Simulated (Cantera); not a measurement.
Charge: 1 mol n-butane, 0.028 mol O2, 0.49 mol N2, held at 40.0 mbar.

These are equilibrium values from Cantera (NASA tables, ideal gas, pure condensed phases), not measurements of a reactor. Candidate condensed phases: C, C6H6, C7H8, C8H18, H2O; 136 gas species. The numbers say what is thermodynamically allowed, not how fast it happens.

Over these rows the condensed part is C(graphite). Partial pressures as log10 of bar:

```tsv
T (K)	1000/T (1/K)	log p CH4	log p H2	log p N2
800	1.2500	-2.80	-1.46	-2.43
850	1.1765	-3.11	-1.45	-2.44
900	1.1111	-3.40	-1.45	-2.45
950	1.0526	?	-1.45	-2.45
1000	1.0000	-3.91	-1.44	-2.45
1050	0.9524	-4.13	-1.44	-2.45
```

Question: Fit log p(CH4) = a + b·(1000/T) to the five rows, give the apparent enthalpy, and predict the row at 950 K.

Answer: Means: 1000/T = 1.0980, log p = -3.470. Sxy = 0.270233, Sxx = 0.0602412, so b = 4.49 and a = -3.470 − (4.49)×1.0980 = -8.40.
Apparent enthalpy: −19.145 × (4.49) = -86 kJ/mol. With the condensed phases at unit activity, C(graphite) + 2 H2(g) = CH4(g) links this pressure to the main gases: over the six rows their terms move log p by +0.04 in all, so the slope is close to that reaction's ΔH°. The five rows lie within 0.01 of the line.
Prediction at 950 K: -8.40 + (4.49)×1.0526 = -3.67. The computed value is -3.67, 0.00 from the line.
